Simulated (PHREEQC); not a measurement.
A solution holds 0.0011 mol/kgw HF, 0.019 mol/kgw H2SiF6, 0.095 mol/kgw HBF4 and 0.037 mol/kgw HCl, at 20 °C. Closed to the air; pH follows from the charge balance.

All values are PHREEQC results (ion-association model, wateq4f.dat), not measurements.

This is a speciation only: nothing precipitates in the calculation.

Question: Order these B species by the share of B that they hold, largest first: H3BO3, BF3OH-, BF2(OH)2-, BF4-.

Answer: BF4- (95 %), H3BO3 (3.1 %), BF3OH- (2.1 %), BF2(OH)2- (0.17 %)

Question: Order these F species by the share of F that they hold, largest first: BF4-, SiF6-2, BF3OH-, H2F2, HF.

Answer: BF4- (73 %), SiF6-2 (23 %), HF (2.8 %), BF3OH- (1.2 %), H2F2 (0.26 %)

The pH is 0.87 and the ionic strength 0.186 mol/kgw. Species that the database lacks are ignored. SiF6-2 is the database's only silicon fluoride. Real BF4- forms and hydrolyses slowly; the run takes it at equilibrium.
